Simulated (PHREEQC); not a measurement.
0.014 g of hydrous ferric oxide (600 m²/g; 0.2 weak and 0.005 strong sites per Fe, Dzombak-Morel constants, diffuse double layer) in 1 kg of water with 0.05 mol/kgw of an inert sodium salt and 3.8e-05 mol/kgw SrCl2 and 1.6e-05 mol/kgw Ag2SO4, at 25 °C; the pH is set by adding NaOH or the inert anion's acid. O2 is buffered at 0.21 atm. CO2 from the air is kept out. Nothing may precipitate in this run.

Base run: PHREEQC, ion-association model, wateq4f.dat. Each further column changes one thing. The table gives Ag sorbed (%).

```
pH     base  no electrostatic term (-no_edl)  background salt from 0.05 to 0.005 mol/kgw  oxide from 0.014 to 0.07 g/kgw
-----  ----  -------------------------------  ------------------------------------------  ------------------------------
4       0.0                              0.0                                         0.0                             0.0
5.33    0.1                              0.0                                         0.1                             0.6
6.67    1.5                              0.6                                         1.6                             7.5
8       3.2                              3.2                                           …                            15.4
9.33   14.9                              8.6                                           …                               …
10.67  34.2                             10.3                                        33.2                            87.4
12     21.3                              5.7                                           …                            90.5
```

What belongs in the gaps?


- 8, background salt from 0.05 to 0.005 mol/kgw: 3.3
- 9.33, background salt from 0.05 to 0.005 mol/kgw: 15.6
- 9.33, oxide from 0.014 to 0.07 g/kgw: 50.2
- 12, background salt from 0.05 to 0.005 mol/kgw: 20.4

In at least one series the solution becomes supersaturated in solids that the run did not let form, among them Cerargyrite, Ag2O.
